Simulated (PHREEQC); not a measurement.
A PHREEQC input (ion-association model, phreeqc.dat):

```
SOLUTION 1
  temp 25
  units mg/L
  pH 5.87
  pe 12.3
  Na 0.012
  K 0.00398
  Ca 0.047
  Mg 0.00531
  Cl 0.0169
  S(6) 0.0664 as SO4
  Alkalinity 0.098 as HCO3 charge
  Pb 0.000766
END
USE solution 1
EQUILIBRIUM_PHASES 1
  Quartz 0 0.5
  CO2(g) -2 10
END
```

It stops with these messages:

```
ERROR: Alkalinity cannot be used with charge balance or solution phase boundary constraints.
ERROR: Program terminating due to input errors.
```

The fault: charge balance asked on alkalinity. The line should read `as HCO3` where the input has `as HCO3 charge`. With the mend the run ends at pH 4.94 and ionic strength 1.71e-5 mol/kgw.
